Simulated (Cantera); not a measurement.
What does this Cantera script print?

```python
import numpy as np
import cantera as ct

gas = ct.Solution("gri30.yaml")
gas.TPX = 1448, 1333, {'CH4': 1, 'H2': 5.6}
reactor = ct.IdealGasConstPressureReactor(gas, energy="off", clone=False)
net = ct.ReactorNet([reactor])
net.rtol, net.atol = 1e-08, 1e-18
show = ['CH4', 'H2', 'C2H', 'C2H4', 'H']
times = np.geomspace(0.0004, 20, 13)

steps = ct.SolutionArray(gas, extra=["t"])
rows = []
print(f"{'t/s':>10s}{'T/K':>9s}{'P/Pa':>11s}" + "".join(f"{s:>11s}" for s in show))
for t in times:
    while net.time < t:
        t_next = net.step()
        steps.append(gas.state, t=t_next)
    rows.append([np.interp(t, steps.t, y) for y in (steps.T, steps.P, *steps(*show).X.T)])
    print(f"{t:10.3e}{rows[-1][0]:9.1f}{rows[-1][1]:11.4g}" + "".join(f"{x:11.3e}" for x in rows[-1][2:]))
rate = np.gradient(steps.T, steps.t)
print("integrator steps:", len(steps.t))
if steps.T.max() > steps.T[0] + 200:
    print(f"time of steepest temperature rise: {steps.t[rate.argmax()]:.4e} s")
gas.TPX = 1448, 1333, {'CH4': 1, 'H2': 5.6}
gas.equilibrate("TP")
print(f"equilibrium (TP): T = {gas.T:.1f} K  " + "  ".join(f"{s} {gas[s].X[0]:.3e}" for s in show))
```

Output:

```
       t/s      T/K       P/Pa        CH4         H2        C2H       C2H4          H
 4.000e-04   1448.0       1333  1.515e-01  8.485e-01  1.633e-27  2.405e-13  8.508e-08
 9.855e-04   1448.0       1333  1.515e-01  8.485e-01  1.984e-25  4.566e-12  2.009e-07
 2.428e-03   1448.0       1333  1.515e-01  8.485e-01  2.028e-23  7.485e-11  4.862e-07
 5.981e-03   1448.0       1333  1.515e-01  8.485e-01  2.074e-21  1.168e-09  1.189e-06
 1.474e-02   1448.0       1333  1.515e-01  8.485e-01  2.163e-19  1.766e-08  2.913e-06
 3.630e-02   1448.0       1333  1.515e-01  8.485e-01  2.568e-17  2.673e-07  7.077e-06
 8.944e-02   1448.0       1333  1.514e-01  8.485e-01  3.492e-15  4.049e-06  1.651e-05
 2.204e-01   1448.0       1333  1.512e-01  8.485e-01  3.706e-13  4.845e-05  3.236e-05
 5.429e-01   1448.0       1333  1.505e-01  8.489e-01  9.472e-12  2.127e-04  4.034e-05
 1.337e+00   1448.0       1333  1.486e-01  8.500e-01  5.749e-11  3.143e-04  4.074e-05
 3.295e+00   1448.0       1333  1.440e-01  8.526e-01  1.884e-10  3.170e-04  4.118e-05
 8.118e+00   1448.0       1333  1.335e-01  8.585e-01  4.942e-10  3.070e-04  4.227e-05
 2.000e+01   1448.0       1333  1.123e-01  8.705e-01  1.157e-09  2.933e-04  4.479e-05
integrator steps: 427
equilibrium (TP): T = 1448.0 K  CH4 4.570e-03  H2 9.315e-01  C2H 7.123e-09  C2H4 3.806e-04  H 7.758e-05
```

Computed with Cantera and GRI-Mech 3.0 (53 species, 325 reactions). GRI-Mech 3.0 stops at C3 and has no aromatics, soot or wall deposition, so with more carbon than oxygen in the feed, carbon stays in small species such as C2H2 where larger ones or solid carbon would form. Radical loss at walls, strong at low pressure, is not modelled.
